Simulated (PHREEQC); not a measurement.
A made-up water analysis in mg/L, 25 °C, pH 2.25, pe 11.9: Na 176; K 2.26; Ca 53.4; Mg 35.1; Cl 146; S(6) as SO4 998; Mn(2) 0.248; Br 0.11; N(5) as NO3 21.9; Cu(2) 0.179.

Cl is adjusted to close the charge balance.
Valence states are taken as typed.

The numbers come from PHREEQC with the ion-association model, phreeqc.dat.

Question: The ionic strength comes out as 0.0268 mol/kgw. What activity coefficients do Mn+2, Cl-, NaSO4-, CaHSO4+, NO3- get?

Answer: Mn+2 0.56, Cl- 0.85, NaSO4- 0.86, CaHSO4+ 0.86, NO3- 0.85.

No solid was allowed to form.
